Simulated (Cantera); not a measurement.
Input: 1 mol SiC, a varied amount of N2O, 3.7 mol H2, at 952 °C and 13300 Pa.

Cantera equilibrium calculation (NASA polynomials, part measured and part estimated; ideal gas, pure solids and liquids). Candidate condensed phases: C, C6H6, C7H8, C8H18, H2O, Si, SiC, SiO2, Si2N2O, Si3N4; 151 gas species. Mutual solubility and eutectic melting of coexisting phases are not modelled. The tables hold silica as quartz up to 1696 K and as liquid above; real silica turns to tridymite and cristobalite and melts near 1996 K. Equilibrium is a limit: real reactors are often held back by kinetics, nucleation or transport.

Which condensed phases are stable at each of these points (n(N2O) (mol)): 0.13, 0.18, 0.26, 0.38, 0.54, 0.78, 1.1?


| n(N2O) (mol) | condensed phases | Si condensed (%) |
|---|---|---|
| 0.13 | C(graphite) + SiC(s) + Si2N2O(s) | 100.0 |
| 0.18 | C(graphite) + SiC(s) + Si2N2O(s) | 100.0 |
| 0.26 | C(graphite) + SiC(s) + Si2N2O(s) | 100.0 |
| 0.38 | C(graphite) + SiC(s) + Si2N2O(s) | 100.0 |
| 0.54 | C(graphite) + Si2N2O(s) | 100.0 |
| 0.78 | C(graphite) + SiO2(β-quartz) + Si2N2O(s) | 100.0 |
| 1.1 | C(graphite) + SiO2(β-quartz) + Si2N2O(s) | 100.0 |

From 0.13 mol N2O to 0.38 mol N2O the condensed part is C(graphite) + SiC(s) + Si2N2O(s). At 0.54 mol N2O the condensed part is C(graphite) + Si2N2O(s). From 0.78 mol N2O to 1.1 mol N2O the condensed part is C(graphite) + SiO2(β-quartz) + Si2N2O(s).
